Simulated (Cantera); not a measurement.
Charge: 1 mol CH3Cl, 0.0071 mol CH4, 0.44 mol H2, held at 2227 °C and 133 Pa.

Equilibrium computed with Cantera from the NASA thermochemical tables; the gas is ideal and each condensed phase is pure. Candidate condensed phases: C, C6H6, C7H8, C8H18; 91 gas species. The numbers say what is thermodynamically allowed, not how fast it happens.

Base state: H 0.384, H2 0.311, HCl 0.160, Cl 0.140, C2H2 (acetylene) 0.00337, C3 0.000373, C2H 0.000298, C 0.000125 (mole fractions); condensed: C(graphite).

**Question.** What changes in the equilibrium state with this change: temperature from 2227 °C to 3027 °C?

**Answer.** 
```json
[
 {"species": "H", "before": "0.384", "after": "0.692"},
 {"species": "Cl", "before": "0.140", "after": "0.178"},
 {"species": "C", "before": "0.000125", "after": "0.0875"},
 {"species": "H2", "before": "0.311", "after": "0.00478"},
 {"species": "HCl", "before": "0.160", "after": "0.00184"},
 {"species": "C2", "before": "3.44e-5", "after": "0.0136"},
 {"species": "C3", "before": "0.000373", "after": "0.0217"},
 {"species": "C4H2", "before": "1.50e-5", "after": "3.30e-8"},
 {"species": "C2H2 (acetylene)", "before": "0.00337", "after": "1.94e-5"},
 {"species": "C4", "before": "2.31e-7", "after": "2.76e-5"},
 {"species": "C2HCl", "before": "1.99e-5", "after": "2.27e-7"},
 {"species": "C5", "before": "1.11e-6", "after": "2.69e-5"},
 {"species": "C(graphite), mol", "before": "0.978", "after": "0"}
]
```
